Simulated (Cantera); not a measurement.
A perfectly stirred reactor is fed with CH₄ : O₂ : N₂ = 1 : 1.25 : 4.7 (molar parts), at 1.00 bar; it is adiabatic with a 700 K inlet, and is followed from long to short residence time, starting on the burning branch (τ in s: 0.15, 0.064, 0.028, 0.012, 0.0052, 0.0022, 0.00096, 0.00042, 0.00018, 7.8e-05).

Detailed kinetics in Cantera: GRI-Mech 3.0 (53 species, 325 reactions).

**Question.** Predict: blow-out, bracketed by the residence times tried; x(CH₄) at τ = 0.150 s; x(O₂) at τ = 0.150 s; x(C₂H₂) at τ = 0.150 s; x(CO₂) at τ = 0.150 s; x(C₂H₄) at τ = 0.150 s; x(CH₄) at τ = 2.20 ms; x(O₂) at τ = 2.20 ms; x(C₂H₂) at τ = 2.20 ms; x(CO₂) at τ = 2.20 ms; x(C₂H₄) at τ = 2.20 ms.

**Answer.** 
| Quantity | Result |
|---|---|
| blow-out, bracketed by the residence times tried | burning at 0.420 ms, out at 0.180 ms |
| x(CH₄) at τ = 0.150 s | 0.000158 |
| x(O₂) at τ = 0.150 s | 4.81e-5 |
| x(C₂H₂) at τ = 0.150 s | 1.23e-5 |
| x(CO₂) at τ = 0.150 s | 0.0325 |
| x(C₂H₄) at τ = 0.150 s | 1.39e-7 |
| x(CH₄) at τ = 2.20 ms | 0.00196 |
| x(O₂) at τ = 2.20 ms | 0.00178 |
| x(C₂H₂) at τ = 2.20 ms | 0.00124 |
| x(CO₂) at τ = 2.20 ms | 0.0322 |
| x(C₂H₄) at τ = 2.20 ms | 3.99e-5 |
